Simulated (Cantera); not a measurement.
Feed: 1 mol NH3, 1.9 mol O2, 3.1 mol H2, at 2850 K and 2.60 bar.

Equilibrium computed with Cantera from the NASA thermochemical tables; the gas is ideal and each condensed phase is pure. Candidate condensed phases: H2O; 24 gas species. Kinetics and transport are ignored.

Base state: H2O 0.676, H2 0.167, N2 0.0936, OH 0.0293, H 0.0247, O2 0.00437, O 0.00270, NO 0.00196 (mole fractions); condensed: gas only.

**Question.** What changes in the equilibrium state with this change: O2 from 1.9 to 0.089 mol?

**Answer.** 
| species | before | after |
|---|---|---|
| H2 | 0.167 | 0.816 |
| N2 | 0.0936 | 0.0953 |
| H | 0.0247 | 0.0545 |
| H2O | 0.676 | 0.0332 |
| OH | 0.0293 | 0.000652 |
| O2 | 0.00437 | 4.42e-7 |
| O | 0.00270 | 2.72e-5 |

**Question.** What changes in the equilibrium state with this change: pressure from 2.60 bar to 0.0133 bar?

**Answer.** 
```json
[
 {"species": "H", "before": "0.0247", "after": "0.352"},
 {"species": "H2", "before": "0.167", "after": "0.174"},
 {"species": "H2O", "before": "0.676", "after": "0.158"},
 {"species": "O", "before": "0.00270", "after": "0.118"},
 {"species": "O2", "before": "0.00437", "after": "0.0424"},
 {"species": "OH", "before": "0.0293", "after": "0.0934"},
 {"species": "N2", "before": "0.0936", "after": "0.0579"},
 {"species": "N", "before": "9.55e-7", "after": "1.05e-5"},
 {"species": "NO", "before": "0.00196", "after": "0.00480"}
]
```
